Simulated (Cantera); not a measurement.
Input (Python, Cantera) and output of one run.

```python
import numpy as np
import cantera as ct

gas_names = """
    H HNO HNO2 HNO3 HO2 H2 H2O H2O2 N NH NH2 NH3 NH2OH NO NO2 NO3 N2 N2H2 N2H4 N2O O OH O2 O3 Si SiH
    SiH2 SiH3 SiH4 SiN SiO SiO2 Si2 Si2N Si3
""".split()
cond_names = """
    H2O(s) H2O(L) Si(cr) Si(L) SiO2(Lqz) SiO2(hqz) SiO2(L) Si2N2O(s) Si3N4(a)
""".split()


# ... load() reads the species with a 1 bar reference pressure and builds the phases ...
atoms = {
    'Si3N4': {'Si': 3, 'N': 4},
    'O2': {'O': 2},
    'H2': {'H': 2},
}
top_T = {'Si2N2O(s)': 2100, 'Si3N4(a)': 2400}  # K; cautious upper limits of use, not melting points


# ... equilibrate(T, P, feed) seeds the gas with the atoms and calls Mixture.equilibrate('TP', solver="vcs", rtol=1e-11, max_steps=5000) ...
results = []
feed = {'Si3N4': 1, 'O2': 0.74, 'H2': 21}  # mol
P = 0.23  # Pa
for T in [1600, 1650, 1700, 1750, 1800, 1850, 1900, 1950, 2000, 2050]:
    mix = equilibrate(T, P, feed)
    results.append((T, P, feed, dict(zip(mix.species_names, mix.species_moles))))
    x = sorted(zip(gas.X, gas.species_names), reverse=True)
    print(f"T = {T:g} K  P = {P:g} Pa  gas = {mix.phase_moles(0):.4g} mol")
    print("   x: " + "  ".join(f"{s} {v:.3e}" for v, s in x if v > 0.0001))
    print("   condensed (mol): " + ("  ".join(f"{mix.phase(i).name} {mix.phase_moles(i):.4g}"
          for i in range(1, mix.n_phases) if mix.phase_moles(i) > 1e-12) or "none"))
```

Output:

```
T = 1600 K  P = 0.23 Pa  gas = 26 mol
   x: H2 7.916e-01  N2 7.689e-02  SiO 5.692e-02  Si 4.239e-02  H 3.190e-02  SiH 1.246e-04  Si2 1.057e-04
   condensed (mol): Si(cr) 0.4053
T = 1650 K  P = 0.23 Pa  gas = 26.69 mol
   x: H2 7.606e-01  N2 7.491e-02  Si 5.654e-02  SiO 5.545e-02  H 5.224e-02  SiH 1.366e-04
   condensed (mol): none
T = 1700 K  P = 0.23 Pa  gas = 27.12 mol
   x: H2 7.326e-01  H 8.316e-02  N2 7.372e-02  Si 5.580e-02  SiO 5.456e-02  SiH 1.121e-04
   condensed (mol): none
T = 1750 K  P = 0.23 Pa  gas = 27.77 mol
   x: H2 6.924e-01  H 1.276e-01  N2 7.201e-02  Si 5.458e-02  SiO 5.330e-02
   condensed (mol): none
T = 1800 K  P = 0.23 Pa  gas = 28.7 mol
   x: H2 6.373e-01  H 1.885e-01  N2 6.967e-02  Si 5.285e-02  SiO 5.156e-02
   condensed (mol): none
T = 1850 K  P = 0.23 Pa  gas = 30.01 mol
   x: H2 5.661e-01  H 2.673e-01  N2 6.664e-02  Si 5.057e-02  SiO 4.932e-02
   condensed (mol): none
T = 1900 K  P = 0.23 Pa  gas = 31.76 mol
   x: H2 4.800e-01  H 3.625e-01  N2 6.298e-02  Si 4.781e-02  SiO 4.661e-02
   condensed (mol): none
T = 1950 K  P = 0.23 Pa  gas = 33.95 mol
   x: H 4.685e-01  H2 3.842e-01  N2 5.890e-02  Si 4.473e-02  SiO 4.359e-02
   condensed (mol): none
T = 2000 K  P = 0.23 Pa  gas = 36.5 mol
   x: H 5.752e-01  H2 2.878e-01  N2 5.480e-02  Si 4.162e-02  SiO 4.055e-02
   condensed (mol): none
T = 2050 K  P = 0.23 Pa  gas = 39.13 mol
   x: H 6.710e-01  H2 2.012e-01  N2 5.111e-02  Si 3.883e-02  SiO 3.783e-02
   condensed (mol): none
```

Cantera equilibrium calculation (NASA polynomials, part measured and part estimated; ideal gas, pure solids and liquids). The tables' values for SiN are old estimates; treat these amounts as uncertain.
